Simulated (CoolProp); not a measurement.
Vapour-liquid equilibrium of propylene (1) + cyclohexane (2) at 288.8 K; x and y are mole fractions of (1).

Computed with CoolProp (multi-fluid Helmholtz-energy mixture model, Lemmon 2013 and Zhou 2014; pair parameters Bell 2016).

Question: Give the bubble pressure and the first vapour's composition at x = 0.2, 0.5, 0.8. Is there an azeotrope?

Answer: x = 0.2: 2.178 bar, y = 0.965; x = 0.5: 4.784 bar, y = 0.988; x = 0.8: 7.196 bar, y = 0.995. No azeotrope shows between x = 0.05 and 0.95.

Pair parameters are fitted to limited data, so mixtures are less certain than the pure fluids. The gap from Raoult's law changes sign with composition, which may be real or a fault of the pair parameters; it wasn't checked against measurements.
